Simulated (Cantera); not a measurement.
A perfectly stirred reactor is fed with 6.83 % H2, 6.21 % O2, 87.0 % N2, equivalence ratio 0.55, at 0.850 bar; it is held at 1000 K, and followed from long to short residence time.

Cantera simulation using GRI-Mech 3.0 (53 species, 325 reactions); the numbers are that mechanism's predictions, not measurements. The temperature is held fixed by assumption; the heat of reaction is taken as removed at once.

x: mole fraction; the columns are a selection and need not sum to one.

```json
[
 {"τ (s)": "5.9", "x H2": "0.000929", "x O2": "0.0294", "x NO2": "3.01e-9", "x O": "?", "x N2O": "2.56e-7"},
 {"τ (s)": "2.7", "x H2": "0.00145", "x O2": "0.0296", "x NO2": "1.62e-9", "x O": "?", "x N2O": "2.02e-7"},
 {"τ (s)": "1.2", "x H2": "0.00215", "x O2": "0.0300", "x NO2": "9.10e-10", "x O": "?", "x N2O": "1.58e-7"},
 {"τ (s)": "0.55", "x H2": "0.00285", "x O2": "0.0303", "x NO2": "6.05e-10", "x O": "?", "x N2O": "1.30e-7"},
 {"τ (s)": "0.25", "x H2": "0.00346", "x O2": "0.0306", "x NO2": "4.69e-10", "x O": "?", "x N2O": "1.12e-7"},
 {"τ (s)": "0.11", "x H2": "0.00411", "x O2": "0.0309", "x NO2": "3.95e-10", "x O": "?", "x N2O": "9.65e-8"},
 {"τ (s)": "0.051", "x H2": "0.00495", "x O2": "0.0313", "x NO2": "3.44e-10", "x O": "?", "x N2O": "8.19e-8"},
 {"τ (s)": "0.023", "x H2": "0.00625", "x O2": "0.0319", "x NO2": "2.95e-10", "x O": "?", "x N2O": "6.63e-8"},
 {"τ (s)": "0.011", "x H2": "0.00801", "x O2": "0.0328", "x NO2": "2.50e-10", "x O": "?", "x N2O": "5.24e-8"},
 {"τ (s)": "0.0048", "x H2": "0.0109", "x O2": "0.0342", "x NO2": "2.01e-10", "x O": "?", "x N2O": "3.86e-8"}
]
```

Q: What belongs in the gaps?

A: 
- 5.9, x O: 6.14e-7
- 2.7, x O: 1.01e-6
- 1.2, x O: 1.70e-6
- 0.55, x O: 2.98e-6
- 0.25, x O: 5.55e-6
- 0.11, x O: 1.08e-5
- 0.051, x O: 1.96e-5
- 0.023, x O: 3.46e-5
- 0.011, x O: 5.65e-5
- 0.0048, x O: 9.40e-5
